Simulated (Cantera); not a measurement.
## Moist CO burnout

An isothermal, constant-pressure homogeneous reactor starts with CO : O₂ : H₂O : N₂ = 0.0055 : 0.073 : 0.001 : 1 (molar parts), at 973 K and 0.118 atm.

Detailed kinetics in Cantera: GRI-Mech 3.0 (53 species, 325 reactions).

```
t (s)         x CO    x O₂     x H₂O       x H     x HO₂      x OH
--------  --------  ------  --------  --------  --------  --------
3.00e-5    0.00509  0.0676  0.000926    <1e-12    <1e-12    <1e-12
6.97e-5    0.00509  0.0676  0.000926    <1e-12    <1e-12    <1e-12
0.000162   0.00509  0.0676  0.000926    <1e-12    <1e-12    <1e-12
0.000376   0.00509  0.0676  0.000926    <1e-12    <1e-12    <1e-12
0.000874   0.00509  0.0676  0.000926    <1e-12    <1e-12    <1e-12
0.00203    0.00509  0.0676  0.000926    <1e-12    <1e-12    <1e-12
0.00472    0.00509  0.0676  0.000926    <1e-12    <1e-12    <1e-12
0.0110     0.00509  0.0676  0.000926  1.29e-12  3.97e-12  3.83e-12
0.0254     0.00509  0.0676  0.000926  4.81e-12  3.48e-11  1.41e-11
0.0591     0.00509  0.0676  0.000926  2.16e-11  3.12e-10  6.30e-11
0.137      0.00509  0.0676  0.000926  2.47e-10   5.08e-9  7.18e-10
0.319      0.00506  0.0676  0.000925   4.27e-7   4.71e-7   1.04e-6
0.741      0.00204  0.0662  0.000920   2.78e-6   7.26e-7   6.20e-6
1.72      0.000514  0.0655  0.000926   3.67e-7   3.77e-7   3.22e-6
4.00      0.000106  0.0653  0.000928   3.65e-8   1.60e-7   1.54e-6
```
x: mole fraction; the columns are a selection and need not sum to one.

Equilibrium at this temperature and pressure: CO 1.38e-12, O₂ 0.0652, H₂O 0.000929, H <1e-12, HO₂ 1.41e-11, OH 8.20e-9 (gas phase only).
